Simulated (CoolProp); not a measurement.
Saturation properties of c-C4F8 (RC318).

Computed with CoolProp (reference Helmholtz-energy equation of state, Platzer 1990). This equation is an older, rougher fit; its heat capacities, sound speeds and derivatives of the liquid may be far off and weren't checked against measurements.

```csv
T (K),p (MPa),liquid density (kg/m³),enthalpy of vaporisation (kJ/kg)
301.8,0.3506,1483,102.6
308.3,0.4270,1456,99.51
314.8,0.5154,[?],96.27
321.3,0.6167,[?],92.84
327.8,0.7323,1367,89.19
334.3,0.8634,1334,85.28
340.8,1.011,1299,81.07
347.3,1.177,1261,76.48
353.8,1.363,1220,71.42
360.3,1.570,[?],65.74
366.8,1.801,1121,59.20
373.4,2.062,1057,51.20
379.9,2.348,972.5,40.83
```

Task: What belongs in the gaps?

Result: 
- 314.8, liquid density (kg/m³): 1428
- 321.3, liquid density (kg/m³): 1398
- 360.3, liquid density (kg/m³): 1174

It boils at 267.2 K under 1 atm.
